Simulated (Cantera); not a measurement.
A perfectly stirred reactor is fed with 30.3 % C2H6, 69.7 % N2, at 0.000513 atm; it is held at 2000 K, and followed from long to short residence time.

Model: GRI-Mech 3.0 (53 species, 325 reactions), integrated in Cantera. GRI-Mech 3.0 stops at C3 and has no aromatics, soot or wall deposition, so with more carbon than oxygen in the feed, carbon stays in small species such as C2H2 where larger ones or solid carbon would form. Radical loss at walls, strong at low pressure, is not modelled.

Q: Predict: x(C2H6) at τ = 20.0 s; x(HCN) at τ = 20.0 s; x(CH3) at τ = 20.0 s; x(CH4) at τ = 20.0 s; x(CH2) at τ = 20.0 s; x(C2H6) at τ = 0.120 s; x(HCN) at τ = 0.120 s; x(CH3) at τ = 0.120 s; x(CH4) at τ = 0.120 s; x(CH2) at τ = 0.120 s.

A: 
| Property | Result |
|---|---|
| x(C2H6) at τ = 20.0 s | 6.69e-6 |
| x(HCN) at τ = 20.0 s | 0.00116 |
| x(CH3) at τ = 20.0 s | 0.00135 |
| x(CH4) at τ = 20.0 s | 0.00418 |
| x(CH2) at τ = 20.0 s | 2.31e-5 |
| x(C2H6) at τ = 0.120 s | 0.00114 |
| x(HCN) at τ = 0.120 s | 5.31e-5 |
| x(CH3) at τ = 0.120 s | 0.0219 |
| x(CH4) at τ = 0.120 s | 0.0483 |
| x(CH2) at τ = 0.120 s | 0.000156 |
